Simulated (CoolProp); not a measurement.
Tetradecamethylhexasiloxane (MD4M) at several states: Z from the reference equation and from simpler models built on Tc = 653.2 K, pc = 8.286 bar, ω = 0.800; each cubic takes its own stable root.

Model: reference Helmholtz-energy equation of state, Thol 2019, in CoolProp.

```csv
T (K),p (bar),phase,reference
391.5,3.87,liquid,0.06852
284.5,0.191,liquid,0.004119
559.8,36.2,liquid,0.5614
```

### Question
How far does each simpler model (van der Waals, Redlich-Kwong, Soave-Redlich-Kwong, Peng-Robinson) lie from the reference over these 3 states: mean and median of the absolute difference, and the worst?

### Answer
- van der Waals: mean 75.6 %, median 82.7 %, worst +89.4 % at 284.5 K and 0.191 bar
- Redlich-Kwong: mean 22.2 %, median 24.6 %, worst +27.2 % at 284.5 K and 0.191 bar
- Soave-Redlich-Kwong: mean 14.4 %, median 14.4 %, worst +20.5 % at 284.5 K and 0.191 bar
- Peng-Robinson: mean 4.4 %, median 3.5 %, worst +7.7 % at 284.5 K and 0.191 bar
